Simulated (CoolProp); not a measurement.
Vapour pressure (MPa) of chlorine: the reference equation beside estimates from Tc = 416.9 K, pc = 7.642 MPa, ω = 0.070. Clausius-Clapeyron is anchored at 258.8 K with a constant enthalpy of vaporisation of 19.52 kJ/mol.

Model: reference Helmholtz-energy equation of state, Thol 2021, in CoolProp.

```json
[
 {"T (K)": "230.8", "reference": "0.06894", "Lee-Kesler": "0.07128", "Clausius-Clapeyron": "0.07431", "van der Waals": "0.4107", "Redlich-Kwong": "0.06381", "Soave-Redlich-Kwong": "0.07089"},
 {"T (K)": "237.8", "reference": "0.09524", "Lee-Kesler": "0.09787", "Clausius-Clapeyron": "0.1003", "van der Waals": "0.4929", "Redlich-Kwong": "0.09021", "Soave-Redlich-Kwong": "0.09741"},
 {"T (K)": "244.8", "reference": "0.1289", "Lee-Kesler": "0.1317", "Clausius-Clapeyron": "0.1330", "van der Waals": "0.5858", "Redlich-Kwong": "0.1244", "Soave-Redlich-Kwong": "0.1312"},
 {"T (K)": "251.8", "reference": "0.1711", "Lee-Kesler": "0.1742", "Clausius-Clapeyron": "0.1736", "van der Waals": "0.6900", "Redlich-Kwong": "0.1678", "Soave-Redlich-Kwong": "0.1735"},
 {"T (K)": "258.8", "reference": "0.2234", "Lee-Kesler": "0.2265", "Clausius-Clapeyron": "0.2234", "van der Waals": "0.8062", "Redlich-Kwong": "0.2219", "Soave-Redlich-Kwong": "0.2257"},
 {"T (K)": "265.8", "reference": "0.2872", "Lee-Kesler": "0.2901", "Clausius-Clapeyron": "0.2837", "van der Waals": "0.9349", "Redlich-Kwong": "0.2883", "Soave-Redlich-Kwong": "0.2893"},
 {"T (K)": "272.8", "reference": "0.3639", "Lee-Kesler": "0.3666", "Clausius-Clapeyron": "0.3559", "van der Waals": "1.077", "Redlich-Kwong": "0.3684", "Soave-Redlich-Kwong": "0.3657"},
 {"T (K)": "279.8", "reference": "0.4552", "Lee-Kesler": "0.4572", "Clausius-Clapeyron": "0.4414", "van der Waals": "1.232", "Redlich-Kwong": "0.4639", "Soave-Redlich-Kwong": "0.4564"},
 {"T (K)": "286.8", "reference": "0.5628", "Lee-Kesler": "0.5638", "Clausius-Clapeyron": "0.5417", "van der Waals": "1.402", "Redlich-Kwong": "0.5765", "Soave-Redlich-Kwong": "0.5632"},
 {"T (K)": "293.8", "reference": "0.6881", "Lee-Kesler": "0.6876", "Clausius-Clapeyron": "0.6584", "van der Waals": "1.586", "Redlich-Kwong": "0.7076", "Soave-Redlich-Kwong": "0.6877"},
 {"T (K)": "300.8", "reference": "0.8330", "Lee-Kesler": "0.8305", "Clausius-Clapeyron": "0.7929", "van der Waals": "1.785", "Redlich-Kwong": "0.8590", "Soave-Redlich-Kwong": "0.8315"}
]
```

Absolute difference from the reference over all 11 rows, mean and median: Lee-Kesler 1.3 and 1.0 %, Clausius-Clapeyron 3.4 and 3.2 %, van der Waals 256.2 and 225.5 %, Redlich-Kwong 2.8 and 2.4 %, Soave-Redlich-Kwong 1.0 and 0.7 %.
